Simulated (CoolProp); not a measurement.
n-octane at 298.15 K and 1.95 MPa is throttled through a valve to 0.244 MPa with no heat exchange. Each further row changes one setting.

Computed with CoolProp (reference Helmholtz-energy equation of state, Beckmüller 2019).

| case | temperature change (K) |
|---|---|
| as stated | +0.7 |
| outlet pressure 0.0732 MPa | +0.8 |
| outlet pressure 0.317 MPa | +0.7 |
